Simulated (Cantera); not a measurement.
Mixture: CH₃OH : O₂ : N₂ = 1 : 1.15 : 4.62 (molar parts), equivalence ratio 1.3, at 1.01 bar, adiabatic and at constant pressure. Ignition delay is the time to a rise of 400 K.

Computed with Cantera and GRI-Mech 3.0 (53 species, 325 reactions). GRI-Mech 3.0 was tuned for natural gas; its chemistry of methanol as a main component is partial and can be far from experiment.

Task: What does this change do: constant volume in place of constant pressure?

Result: 
```json
[
 {"quantity": "delay at 1275 K", "before": "2.85 ms", "after": "2.74 ms"},
 {"quantity": "delay at 1425 K", "before": "0.438 ms", "after": "0.406 ms"},
 {"quantity": "delay at 1575 K", "before": "0.107 ms", "after": "94.2 µs"},
 {"quantity": "delay at 1725 K", "before": "36.4 µs", "after": "30.1 µs"},
 {"quantity": "delay at 1875 K", "before": "15.4 µs", "after": "12.0 µs"},
 {"quantity": "apparent activation energy between 1800 and 1950 K", "before": "150 kJ/mol", "after": "160 kJ/mol"}
]
```
